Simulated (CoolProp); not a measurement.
Vapour-liquid equilibrium of R113 (1) + n-hexane (2) at 188 kPa; x and y are mole fractions of (1).

Model: multi-fluid Helmholtz-energy mixture model, Marx 1992 and Thol 2019; pair parameters Bell 2016, in CoolProp.

```json
[
 {"x": "0.05", "bubble temperature (K)": "360.7", "y at the bubble point": "0.103", "dew temperature at overall composition x (K)": "361.9", "liquid density (mol/L)": "6.918"},
 {"x": "0.15", "bubble temperature (K)": "356.8", "y at the bubble point": "0.271", "dew temperature at overall composition x (K)": "359.6", "liquid density (mol/L)": "7.013"},
 {"x": "0.25", "bubble temperature (K)": "353.6", "y at the bubble point": "0.402", "dew temperature at overall composition x (K)": "357.3", "liquid density (mol/L)": "7.103"},
 {"x": "0.35", "bubble temperature (K)": "351.0", "y at the bubble point": "0.510", "dew temperature at overall composition x (K)": "354.9", "liquid density (mol/L)": "7.190"},
 {"x": "0.45", "bubble temperature (K)": "348.8", "y at the bubble point": "0.601", "dew temperature at overall composition x (K)": "352.5", "liquid density (mol/L)": "7.276"},
 {"x": "0.55", "bubble temperature (K)": "346.9", "y at the bubble point": "0.682", "dew temperature at overall composition x (K)": "350.0", "liquid density (mol/L)": "7.363"},
 {"x": "0.65", "bubble temperature (K)": "345.2", "y at the bubble point": "0.756", "dew temperature at overall composition x (K)": "347.6", "liquid density (mol/L)": "7.451"},
 {"x": "0.75", "bubble temperature (K)": "343.8", "y at the bubble point": "0.826", "dew temperature at overall composition x (K)": "345.3", "liquid density (mol/L)": "7.541"},
 {"x": "0.85", "bubble temperature (K)": "342.4", "y at the bubble point": "0.895", "dew temperature at overall composition x (K)": "343.3", "liquid density (mol/L)": "7.633"},
 {"x": "0.95", "bubble temperature (K)": "341.3", "y at the bubble point": "0.964", "dew temperature at overall composition x (K)": "341.5", "liquid density (mol/L)": "7.729"}
]
```

No azeotrope shows between x = 0.05 and 0.95.

Pair parameters are fitted to limited data, so mixtures are less certain than the pure fluids.
